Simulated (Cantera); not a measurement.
An isothermal, constant-pressure homogeneous reactor starts with NO : N2 = 1 : 0.6 (molar parts), at 1848 K and 1.20 bar.

Cantera simulation using GRI-Mech 3.0 (53 species, 325 reactions); the numbers are that mechanism's predictions, not measurements.

Predict: x(NO) at 80.0 s; x(NO2) at 80.0 s; x(N2) at 80.0 s; x(O2) at 80.0 s; x(O) at 80.0 s.

x(NO) at 80.0 s: 0.00588 (gas-phase equilibrium 0.00554)
x(NO2) at 80.0 s: 1.78e-5 (gas-phase equilibrium 1.67e-5)
x(N2) at 80.0 s: 0.685 (gas-phase equilibrium 0.685)
x(O2) at 80.0 s: 0.309 (gas-phase equilibrium 0.310)
x(O) at 80.0 s: 9.68e-5 (gas-phase equilibrium 9.68e-5)
